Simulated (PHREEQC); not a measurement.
Make-up at 25 °C: 0.29 mol/kgw H2SO4, 0.013 mol/kgw FeCl3 and 0.00012 mol/kgw MgCl2. Closed to the air; pH follows from the charge balance.

Model: ion-association model, wateq4f.dat, run in PHREEQC.

Precipitation was switched off in this run.

### Question
Predict the pH, ionic strength, activity of water.

### Answer
pH 0.60; ionic strength 0.386 mol/kgw; activity of water 0.989.

### Question
In which forms is Fe present?

### Answer
FeHSO4+2 57 %, FeSO4+ 34 %, Fe(SO4)2- 4.9 %, Fe+3 3.2 %, FeCl+2 1.0 % of the Fe.

Species that the database lacks are ignored.
